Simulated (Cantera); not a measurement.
Input (Python, Cantera):

```python
import numpy as np
import cantera as ct

gas = ct.Solution("gri30.yaml")
gas.TPX = 1350, 28000, {'N2O': 1, 'O2': 0.12}
reactor = ct.IdealGasConstPressureReactor(gas, energy="off", clone=False)
net = ct.ReactorNet([reactor])
net.rtol, net.atol = 1e-08, 1e-18
show = ['N2O', 'O2', 'O', 'N2', 'NO2']
times = np.geomspace(0.001, 1, 14)

steps = ct.SolutionArray(gas, extra=["t"])
rows = []
print(f"{'t/s':>10s}{'T/K':>9s}{'P/Pa':>11s}" + "".join(f"{s:>11s}" for s in show))
for t in times:
    while net.time < t:
        t_next = net.step()
        steps.append(gas.state, t=t_next)
    rows.append([np.interp(t, steps.t, y) for y in (steps.T, steps.P, *steps(*show).X.T)])
    print(f"{t:10.3e}{rows[-1][0]:9.1f}{rows[-1][1]:11.4g}" + "".join(f"{x:11.3e}" for x in rows[-1][2:]))
rate = np.gradient(steps.T, steps.t)
print("integrator steps:", len(steps.t))
if steps.T.max() > steps.T[0] + 200:
    print(f"time of steepest temperature rise: {steps.t[rate.argmax()]:.4e} s")
gas.TPX = 1350, 28000, {'N2O': 1, 'O2': 0.12}
gas.equilibrate("TP")
print(f"equilibrium (TP): T = {gas.T:.1f} K  " + "  ".join(f"{s} {gas[s].X[0]:.3e}" for s in show))
```

Output:

```
       t/s      T/K       P/Pa        N2O         O2          O         N2        NO2
 1.000e-03   1350.0    2.8e+04  8.901e-01  1.078e-01  1.412e-05  1.714e-03  5.546e-08
 1.701e-03   1350.0    2.8e+04  8.882e-01  1.083e-01  1.411e-05  2.919e-03  1.567e-07
 2.894e-03   1350.0    2.8e+04  8.850e-01  1.091e-01  1.411e-05  4.963e-03  4.307e-07
 4.924e-03   1350.0    2.8e+04  8.795e-01  1.105e-01  1.411e-05  8.416e-03  1.136e-06
 8.377e-03   1350.0    2.8e+04  8.703e-01  1.127e-01  1.410e-05  1.423e-02  2.824e-06
 1.425e-02   1350.0    2.8e+04  8.550e-01  1.166e-01  1.408e-05  2.393e-02  6.476e-06
 2.424e-02   1350.0    2.8e+04  8.297e-01  1.229e-01  1.404e-05  3.991e-02  1.346e-05
 4.125e-02   1350.0    2.8e+04  7.889e-01  1.330e-01  1.398e-05  6.569e-02  2.537e-05
 7.017e-02   1350.0    2.8e+04  7.254e-01  1.489e-01  1.388e-05  1.058e-01  4.417e-05
 1.194e-01   1350.0    2.8e+04  6.320e-01  1.722e-01  1.368e-05  1.649e-01  7.197e-05
 2.031e-01   1350.0    2.8e+04  5.059e-01  2.038e-01  1.333e-05  2.448e-01  1.097e-04
 3.455e-01   1350.0    2.8e+04  3.560e-01  2.415e-01  1.265e-05  3.399e-01  1.546e-04
 5.878e-01   1350.0    2.8e+04  2.075e-01  2.793e-01  1.129e-05  4.346e-01  1.989e-04
 1.000e+00   1350.0    2.8e+04  9.337e-02  3.091e-01  8.653e-06  5.081e-01  2.338e-04
integrator steps: 727
equilibrium (TP): T = 1350.0 K  N2O 1.972e-08  O2 3.824e-01  O 4.963e-07  N2 6.170e-01  NO2 4.123e-06
```

Model: GRI-Mech 3.0 (53 species, 325 reactions), integrated in Cantera. GRI-Mech 3.0 was tuned for natural gas; its chemistry of N2O as a main component is partial and can be far from experiment. The mechanism lacks the step 2 NO + O2 → 2 NO2, which can matter for NO2 below about 1400 K. The temperature is held fixed by assumption; the heat of reaction is taken as removed at once.
